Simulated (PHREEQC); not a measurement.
Dissolve 0.0012 mol/kgw TMAH, 0.07 mol/kgw K2SO4 and 0.0092 mol/kgw KH2PO4 at 46 °C. Closed to the air; pH follows from the charge balance.

All values are PHREEQC results (ion-association model, wateq4f.dat), not measurements.

Each row changes one thing in this solution. Precipitation was switched off in this run.

```json
[
 {"case": "as made", "pH": "5.91", "ionic strength (mol/kgw)": "0.185", "K+ (mol/kgw)": "0.131", "SO4-2 (mol/kgw)": "0.0516", "KSO4- (mol/kgw)": "0.0184", "HSO4- (mol/kgw)": "4.07e-6"},
 {"case": "TMAH from 0.0012 to 0.00108 mol/kgw", "pH": "5.85", "ionic strength (mol/kgw)": "0.184", "K+ (mol/kgw)": "0.131", "SO4-2 (mol/kgw)": "0.0516", "KSO4- (mol/kgw)": "0.0184", "HSO4- (mol/kgw)": "4.58e-6"},
 {"case": "temperature from 46 to 50 °C", "pH": "5.89", "ionic strength (mol/kgw)": "___", "K+ (mol/kgw)": "0.130", "SO4-2 (mol/kgw)": "0.0509", "KSO4- (mol/kgw)": "___", "HSO4- (mol/kgw)": "4.52e-6"},
 {"case": "temperature from 46 to 70 °C", "pH": "5.85", "ionic strength (mol/kgw)": "0.177", "K+ (mol/kgw)": "0.127", "SO4-2 (mol/kgw)": "0.0478", "KSO4- (mol/kgw)": "0.0222", "HSO4- (mol/kgw)": "7.86e-6"},
 {"case": "diluted 100-fold with water", "pH": "6.29", "ionic strength (mol/kgw)": "___", "K+ (mol/kgw)": "0.00148", "SO4-2 (mol/kgw)": "0.000692", "KSO4- (mol/kgw)": "8.20e-6", "HSO4- (mol/kgw)": "4.86e-8"},
 {"case": "KH2PO4 replaced by H3PO4 at the same molality", "pH": "2.83", "ionic strength (mol/kgw)": "0.175", "K+ (mol/kgw)": "0.123", "SO4-2 (mol/kgw)": "0.0487", "KSO4- (mol/kgw)": "0.0167", "HSO4- (mol/kgw)": "0.00463"},
 {"case": "KH2PO4 left out", "pH": "10.31", "ionic strength (mol/kgw)": "0.176", "K+ (mol/kgw)": "0.122", "SO4-2 (mol/kgw)": "0.0522", "KSO4- (mol/kgw)": "0.0178", "HSO4- (mol/kgw)": "1.64e-10"}
]
```

### Question
Fill in the missing entries.

### Answer

- temperature from 46 to 50 °C, ionic strength (mol/kgw): 0.183
- temperature from 46 to 50 °C, KSO4- (mol/kgw): 0.0191
- diluted 100-fold with water, ionic strength (mol/kgw): 0.00220

(CH3)4N+ isn't in the database: it is added as a free cation with an ion size of 4 Å. H3PO4, which wateq4f.dat lacks, is added to it with the constant of phreeqc.dat. Away from 25 °C the constants follow the database's enthalpies or fits; those with neither stay at their 25 °C values.
